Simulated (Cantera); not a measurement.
A freely propagating, adiabatic, planar premixed flame of 33.7 % H₂, 11.2 % O₂, 55.0 % N₂, unburnt at 500 K and 6.60 bar; mixture-averaged transport, grid criteria slope 0.08 and curve 0.16, no radiation.

Detailed kinetics in Cantera: the H2/O2 subset of GRI-Mech 3.0, which has no nitrogen chemistry. The hydrogen kinetics of GRI-Mech 3.0 are dated; newer H2 mechanisms differ, most at raised pressure. Burning velocities carry a grid error of a few per cent, more on coarse grids.

Q: Predict: laminar burning velocity; thermal thickness; peak x(H); peak x(HO₂); peak x(H₂O₂).

A: 
```
Quantity                      Value
------------------------  ---------
laminar burning velocity   472 cm/s
thermal thickness         0.0387 mm
peak x(H)                    0.0331
peak x(HO₂)                 0.00104
peak x(H₂O₂)                9.68e-5
```
